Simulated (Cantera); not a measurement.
Input: 1 mol BN, a varied amount of H2O, held at 200 Pa.

Method: chemical equilibrium by Gibbs-energy minimisation in Cantera with the NASA 1993 tables (ideal gas, pure condensed phases). Candidate condensed phases: B, BN, B2O3, B3O3H3, H2O; 39 gas species. Gases not in the tables: H3BO3. Kinetics and transport are ignored.

Question: What condenses at these points (T in °C, n(H2O) in mol): (1075, 6.1); (1175, 7.3); (975, 4.8); (1075, 12); (1125, 8.6)?

Answer: 
| T (°C) | n(H2O) in mol | condensed phases | B condensed (%) |
|---|---|---|---|
| 1075 | 6.1 | B2O3 | 34.0 |
| 1175 | 7.3 | gas only | 0.0 |
| 975 | 4.8 | B2O3 | 84.7 |
| 1075 | 12 | gas only | 0.0 |
| 1125 | 8.6 | gas only | 0.0 |
